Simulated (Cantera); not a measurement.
Charge: 1 mol SiCl4, 1 mol HCl, 0.64 mol H2, at 1425 K and 23.0 bar.

These are equilibrium values from Cantera (NASA tables, ideal gas, pure condensed phases), not measurements of a reactor. Candidate condensed phases: Si; 19 gas species. The tables' values for SiCl3 are old estimates; treat these amounts as uncertain. Kinetics and transport are ignored.

**Question.** What is the equilibrium state?

**Answer.** 
```
Item                                 Result
--------------------------------  ---------
x(HCl)                                0.399
x(SiCl4)                              0.356
x(H2)                                 0.223
x(SiHCl3)                            0.0156
x(SiCl3)                            0.00539
x(SiCl2)                           0.000320
x(SiH2Cl2)                         0.000104
gas amount                        2.648 mol
log10 activity of Si(s) (absent)      -3.83
```
